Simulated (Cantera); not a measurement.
Charge: 1 mol Fe3O4, 6.3 mol CO, 0.27 mol N2, equilibrated at 0.000130 bar.

Method: chemical equilibrium by Gibbs-energy minimisation in Cantera with the NASA 1993 tables (ideal gas, pure condensed phases). Candidate condensed phases: C, Fe, Fe(CO)5, FeO, Fe2O3, Fe3O4; 27 gas species. Equilibrium is a limit: real reactors are often held back by kinetics, nucleation or transport.

At 2373 K, list the 6 most abundant gas species with their mole fractions, and the condensed phases.

CO 0.458, Fe 0.241, O 0.151, CO2 0.0661, O2 0.0527, N2 0.0217. Condensed: gas only.
